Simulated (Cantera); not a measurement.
Equilibrium for silicon epitaxy and polysilicon growth: SiH2Cl2 + Cl2 + N2

A closed system holds: 1 mol SiH2Cl2, 0.15 mol Cl2, a varied amount of N2, at 1277 °C and 0.450 bar.

Equilibrium computed with Cantera from the NASA thermochemical tables; the gas is ideal and each condensed phase is pure. Candidate condensed phases: NH4Cl, Si, Si3N4; 28 gas species. The tables' values for SiCl3 are old estimates; treat these amounts as uncertain. The numbers say what is thermodynamically allowed, not how fast it happens.

```json
[
 {"n(N2) (mol)": "17", "x N2": "0.893", "x HCl": "0.0746", "x H2": "0.0166", "x SiCl4": "0.00706", "x SiCl2": "0.00505", "x SiCl3": "0.00358", "x SiHCl3": "0.000194", "x Cl": "2.17e-5", "n Si3N4(s)": "0.235"},
 {"n(N2) (mol)": "33", "x N2": "0.942", "x HCl": "0.0420", "x H2": "0.00791", "x SiCl4": "0.00304", "x SiCl2": "0.00326", "x SiCl3": "0.00189", "x SiHCl3": "7.03e-5", "x Cl": "1.77e-5", "n Si3N4(s)": "0.238"},
 {"n(N2) (mol)": "48", "x N2": "0.959", "x HCl": "0.0300", "x H2": "0.00515", "x SiCl4": "0.00184", "x SiCl2": "0.00252", "x SiCl3": "0.00129", "x SiHCl3": "3.88e-5", "x Cl": "1.57e-5", "n Si3N4(s)": "0.239"},
 {"n(N2) (mol)": "64", "x N2": "0.969", "x HCl": "0.0231", "x H2": "0.00370", "x SiCl4": "0.00124", "x SiCl2": "0.00206", "x SiCl3": "0.000955", "x SiHCl3": "2.44e-5", "x Cl": "1.42e-5", "n Si3N4(s)": "0.240"},
 {"n(N2) (mol)": "80", "x N2": "0.975", "x HCl": "0.0188", "x H2": "0.00287", "x SiCl4": "0.000900", "x SiCl2": "0.00175", "x SiCl3": "0.000753", "x SiHCl3": "1.69e-5", "x Cl": "1.31e-5", "n Si3N4(s)": "0.240"},
 {"n(N2) (mol)": "96", "x N2": "0.979", "x HCl": "0.0158", "x H2": "0.00232", "x SiCl4": "0.000692", "x SiCl2": "0.00153", "x SiCl3": "0.000617", "x SiHCl3": "1.25e-5", "x Cl": "1.23e-5", "n Si3N4(s)": "0.240"},
 {"n(N2) (mol)": "110", "x N2": "0.982", "x HCl": "0.0139", "x H2": "0.00199", "x SiCl4": "0.000566", "x SiCl2": "0.00139", "x SiCl3": "0.000531", "x SiHCl3": "9.93e-6", "x Cl": "1.17e-5", "n Si3N4(s)": "0.241"}
]
```
x: gas mole fraction; n: condensed amount in mol.

From 17 mol N2 to 110 mol N2 the condensed part is Si3N4(s). The main Si-bearing gas is SiCl4 at 17 mol N2 and SiCl2 at 110 mol N2. The share of Si in condensed phases is highest at 110 mol N2 (72.2 %) and lowest at 17 mol N2 (70.6 %).
